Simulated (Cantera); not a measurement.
Input: 1 mol FeS₂, 0.52 mol SO₃, 0.072 mol CO₂, at 1.40 bar.

Cantera equilibrium calculation (NASA polynomials, part measured and part estimated; ideal gas, pure solids and liquids). Candidate condensed phases: C, Fe, Fe(CO)₅, FeO, FeS, FeSO₄, FeS₂, Fe₂O₃, Fe₂(SO₄)₃, Fe₃O₄, S; 25 gas species. FeS: taken at fixed stoichiometry. Kinetics and transport are ignored. All values below are at 1300 K.

Base state: SO₂ 0.632, S₂ 0.290, CO₂ 0.0571, S₂O 0.0179, CO 0.00168, SO 0.00103, COS 0.000383 (mole fractions); condensed: FeS(s).

Problem. What changes in the equilibrium state with this change: FeS₂ replaced by Fe₂O₃?

Solution. 
| species | before | after |
|---|---|---|
| SO₂ | 0.632 | 0.579 |
| O₂ | <1e-9 | 0.290 |
| CO₂ | 0.0571 | 0.0864 |
| S₂ | 0.290 | <1e-9 |
| S₂O | 0.0179 | <1e-9 |
| SO₃ | 4.01e-7 | 0.0450 |
| COS | 0.000383 | <1e-9 |
| SO | 0.00103 | 7.70e-9 |
| CO | 0.00168 | 2.08e-8 |
| FeS(s), mol | 1.00 | 0 |
| Fe₂O₃(s), mol | 0 | 1.00 |
